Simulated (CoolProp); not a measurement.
Vapour-liquid equilibrium of cyclohexane (1) + o-xylene (2) at 29.3 kPa; x and y are mole fractions of (1).

Computed with CoolProp (multi-fluid Helmholtz-energy mixture model, Zhou 2014 and Zhou 2012; pair parameters Bell 2016).

```tsv
x	bubble temperature (°C)	y at the bubble point	dew temperature at overall composition x (°C)	liquid density (mol/L)
0.05	(withheld)	0.334	(withheld)	7.732
0.2	73.3	(withheld)	97.1	7.999
0.35	63.1	0.851	92.0	8.200
0.5	56.8	0.908	85.9	8.378
0.65	52.3	0.942	78.2	(withheld)
0.8	(withheld)	0.968	67.8	8.724
0.95	45.5	(withheld)	51.3	(withheld)
```

Task: Some entries are withheld; supply them.

Result: 
- 0.05, bubble temperature (°C): 92.6
- 0.05, dew temperature at overall composition x (°C): 101.6
- 0.2, y at the bubble point: 0.728
- 0.65, liquid density (mol/L): 8.549
- 0.8, bubble temperature (°C): 48.8
- 0.95, y at the bubble point: 0.992
- 0.95, liquid density (mol/L): 8.910

No azeotrope shows between x = 0.05 and 0.95.

Pair parameters are fitted to limited data, so mixtures are less certain than the pure fluids.
